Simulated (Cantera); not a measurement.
Charge: 1 mol Si3N4, 5 mol CO2, 8.8 mol H2, at 0.520 bar.

Method: chemical equilibrium by Gibbs-energy minimisation in Cantera with the NASA 1993 tables (ideal gas, pure condensed phases). Candidate condensed phases: C, C6H6, C7H8, C8H18, H2O, Si, SiC, SiO2, Si2N2O, Si3N4; 151 gas species. The tables hold silica as quartz up to 1696 K and as liquid above; real silica turns to tridymite and cristobalite and melts near 1996 K. The numbers say what is thermodynamically allowed, not how fast it happens. All values below are at 877 °C.

Base state: H2 0.588, CO 0.266, N2 0.136, CH4 0.00421, H2O 0.00382, CO2 0.00145, NH3 2.11e-5, HCN 1.18e-5 (mole fractions); condensed: C(graphite) + SiO2(β-quartz).

Q: What changes in the equilibrium state with this change: pressure from 0.520 bar to 0.0100 bar?

A: 
```csv
species,before,after
H2,0.588,0.594
CO,0.266,0.270
N2,0.136,0.135
CH4,0.00421,8.27e-5
NH3,2.11e-5,4.11e-7
H2O,0.00382,7.53e-5
CO2,0.00145,2.88e-5
HCN,1.18e-5,1.18e-5
"C(graphite), mol",1.02,1.00
"SiO2(β-quartz), mol",3.00,3.00
```
